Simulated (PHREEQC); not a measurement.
**Nickel, zinc or cadmium bath (model solution)**

A solution holds 0.125 mol/kgw NiSO4 and 0.12 mol/kgw H2SO4, at 20 °C. Closed to the air; pH follows from the charge balance.

Equilibrium calculation in PHREEQC: ion-association model, wateq4f.dat.

No solid was allowed to form.

Problem. What pH does the model give?

Solution. pH 1.10.

Problem. In which forms is Ni present?

Solution. Ni+2 60 %, NiSO4 40 % of the Ni.
